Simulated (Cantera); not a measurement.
Mixture: CH₄ : H₂ : O₂ : N₂ = 1 : 0.033 : 2.59 : 9.72 (molar parts), at 4.93 atm, adiabatic and at constant pressure. Ignition delay is the time to a rise of 400 K.

Cantera simulation using GRI-Mech 3.0 (53 species, 325 reactions); the numbers are that mechanism's predictions, not measurements. Below about 1000 K GRI-Mech 3.0 lacks low-temperature oxidation paths.

### Question
Predict: delay at 975 K; delay at 1050 K; delay at 1125 K; delay at 1200 K; delay at 1275 K; delay at 1350 K; apparent activation energy between 1200 and 1350 K.

### Answer
```
Item                                                     Value
--------------------------------------------------  ----------
delay at 975 K                                         95.9 ms
delay at 1050 K                                        33.2 ms
delay at 1125 K                                        13.7 ms
delay at 1200 K                                        5.88 ms
delay at 1275 K                                        2.56 ms
delay at 1350 K                                        1.14 ms
apparent activation energy between 1200 and 1350 K  150 kJ/mol
```
